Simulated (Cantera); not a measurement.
What does this Cantera script print?

```python
import numpy as np
import cantera as ct

gas_names = """
    CL CL2 H HCL H2 Si SiCL SiCL2 SiCL3 SiCL4 SiH SiHCL3 SiH2 SiH2CL2 SiH3 SiH3CL SiH4 Si2 Si3
""".split()
cond_names = """
    Si(cr) Si(L)
""".split()


def load(file, names, dense=False):
    # The tables refer to 1 bar. Condensed volumes are neglected.
    table = {s.name: s for s in ct.Species.list_from_file(file)}
    out = []
    for n in names:
        d = dict(table[n].input_data)
        d["thermo"] = dict(d["thermo"], **{"reference-pressure": 1e5})
        if dense:
            d["equation-of-state"] = {"model": "constant-volume", "density": "1e6 g/cm^3"}
        out.append(ct.Species.from_dict(d))
    return out


gas = ct.Solution(thermo="ideal-gas", species=load("nasa_gas.yaml", gas_names))
cond = {s.name: ct.Solution(thermo="fixed-stoichiometry", species=[s], name=s.name)
        for s in load("nasa_condensed.yaml", cond_names, dense=True)}
atoms = {
    'SiH2Cl2': {'Si': 1, 'H': 2, 'CL': 2},
    'H2': {'H': 2},
}
top_T = {}  # K; cautious upper limits of use, not melting points


def equilibrate(T, P, feed):
    n = {}
    for name, mol in feed.items():
        for a, k in atoms[name].items():
            n[a] = n.get(a, 0.0) + k * mol
    gas.TPX = T, P, n
    mass = sum(n.values()) * gas.mean_molecular_weight
    gas.equilibrate("TP")
    valid = [c for c in cond.values() if c.min_temp <= T <= top_T.get(c.name, c.max_temp)]
    mix = ct.Mixture([(gas, mass / gas.mean_molecular_weight)] + [(c, 0.0) for c in valid])
    mix.T, mix.P = T, P
    mix.equilibrate("TP", solver="vcs", rtol=1e-11, max_steps=5000)
    return mix


results = []
T = 998  # K
P = 1000  # Pa
for m in [39, 120, 210, 300, 380, 470, 550, 640, 720, 810]:
    feed = {'SiH2Cl2': 1, 'H2': m}  # mol
    mix = equilibrate(T, P, feed)
    results.append((T, P, feed, dict(zip(mix.species_names, mix.species_moles))))

top = {s: max(r[3][s] / sum(r[3][g] for g in gas_names) for r in results) for s in gas_names}
cols = sorted((s for s in top if top[s] > 0.001), key=lambda s: -top[s])[:5]
seen = [c for c in cond_names if any(r[3].get(c, 0) > 1e-12 for r in results)]
print("log10 of partial pressures in bar; condensed amounts in mol")
print(f"{'n(H2)':>10s}" + "".join(f"{s[:9]:>10s}" for s in cols + seen))
for T, P, feed, n in results:
    ng = sum(n[g] for g in gas_names)
    print(f"{feed['H2']:10.4g}" + "".join(f"{np.log10(max(n[s] / ng * P / 1e5, 1e-99)):10.3f}" for s in cols)
          + "".join(f"{n.get(c, 0):10.4g}" for c in seen))
```

Result:

```
log10 of partial pressures in bar; condensed amounts in mol
     n(H2)        H2       HCL     SiCL4    SiHCL3    Si(cr)
        39    -2.012    -3.743    -4.251    -4.679    0.6454
       120    -2.006    -3.954    -5.107    -5.318    0.8064
       210    -2.004    -4.106    -5.717    -5.774     0.892
       300    -2.003    -4.224    -6.193    -6.130    0.9333
       380    -2.002    -4.311    -6.541    -6.392    0.9529
       470    -2.002    -4.394    -6.872    -6.640    0.9658
       550    -2.002    -4.457    -7.125    -6.829     0.973
       640    -2.001    -4.519    -7.374    -7.015    0.9784
       720    -2.001    -4.568    -7.569    -7.162    0.9818
       810    -2.001    -4.617    -7.767    -7.310    0.9846
```

Equilibrium computed with Cantera from the NASA thermochemical tables; the gas is ideal and each condensed phase is pure. The tables' values for SiCl3 are old estimates; treat these amounts as uncertain.
